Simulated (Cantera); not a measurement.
Cantera run, input and output.

```python
import numpy as np
import cantera as ct

gas = ct.Solution("gri30.yaml")
gas.TPX = 2098, 930000, {'CH4': 1, 'H2O': 1.1}
reactor = ct.IdealGasConstPressureReactor(gas, energy="off", clone=False)
net = ct.ReactorNet([reactor])
net.rtol, net.atol = 1e-08, 1e-18
show = ['CH4', 'H2O', 'C2H4', 'CO', 'H2', 'O', 'CH2CO']
times = np.geomspace(0.0001, 5, 12)

steps = ct.SolutionArray(gas, extra=["t"])
rows = []
print(f"{'t/s':>10s}{'T/K':>9s}{'P/Pa':>11s}" + "".join(f"{s:>11s}" for s in show))
for t in times:
    while net.time < t:
        t_next = net.step()
        steps.append(gas.state, t=t_next)
    rows.append([np.interp(t, steps.t, y) for y in (steps.T, steps.P, *steps(*show).X.T)])
    print(f"{t:10.3e}{rows[-1][0]:9.1f}{rows[-1][1]:11.4g}" + "".join(f"{x:11.3e}" for x in rows[-1][2:]))
rate = np.gradient(steps.T, steps.t)
print("integrator steps:", len(steps.t))
if steps.T.max() > steps.T[0] + 200:
    print(f"time of steepest temperature rise: {steps.t[rate.argmax()]:.4e} s")
gas.TPX = 2098, 930000, {'CH4': 1, 'H2O': 1.1}
gas.equilibrate("TP")
print(f"equilibrium (TP): T = {gas.T:.1f} K  " + "  ".join(f"{s} {gas[s].X[0]:.3e}" for s in show))
```

It prints:

```
       t/s      T/K       P/Pa        CH4        H2O       C2H4         CO         H2          O      CH2CO
 1.000e-04   2098.0    9.3e+05  5.603e-02  3.422e-01  2.716e-03  2.183e-02  4.494e-01  2.555e-08  1.634e-04
 2.674e-04   2098.0    9.3e+05  3.234e-02  2.966e-01  2.344e-03  4.450e-02  5.026e-01  2.239e-08  1.321e-04
 7.151e-04   2098.0    9.3e+05  2.433e-02  2.326e-01  1.953e-03  8.495e-02  5.574e-01  1.864e-08  8.161e-05
 1.912e-03   2098.0    9.3e+05  1.824e-02  1.580e-01  1.361e-03  1.380e-01  6.183e-01  1.403e-08  3.700e-05
 5.113e-03   2098.0    9.3e+05  1.190e-02  9.367e-02  7.431e-04  1.868e-01  6.710e-01  9.422e-09  1.256e-05
 1.367e-02   2098.0    9.3e+05  6.700e-03  5.200e-02  2.971e-04  2.195e-01  7.059e-01  5.785e-09  3.507e-06
 3.657e-02   2098.0    9.3e+05  3.008e-03  3.106e-02  7.045e-05  2.361e-01  7.241e-01  3.646e-09  8.868e-07
 9.778e-02   2098.0    9.3e+05  6.519e-04  2.377e-02  3.741e-06  2.416e-01  7.313e-01  2.830e-09  1.367e-07
 2.615e-01   2098.0    9.3e+05  1.455e-05  2.286e-02  2.241e-09  2.423e-01  7.325e-01  2.723e-09  2.772e-09
 6.992e-01   2098.0    9.3e+05  8.359e-06  2.285e-02  7.695e-10  2.423e-01  7.325e-01  2.723e-09  1.592e-09
 1.870e+00   2098.0    9.3e+05  8.359e-06  2.285e-02  7.695e-10  2.423e-01  7.325e-01  2.723e-09  1.592e-09
 5.000e+00   2098.0    9.3e+05  8.359e-06  2.285e-02  7.695e-10  2.423e-01  7.325e-01  2.723e-09  1.592e-09
integrator steps: 2184
equilibrium (TP): T = 2098.0 K  CH4 9.501e-06  H2O 2.285e-02  C2H4 9.429e-10  CO 2.423e-01  H2 7.325e-01  O 2.723e-09  CH2CO 1.811e-09
```

Cantera simulation using GRI-Mech 3.0 (53 species, 325 reactions); the numbers are that mechanism's predictions, not measurements.
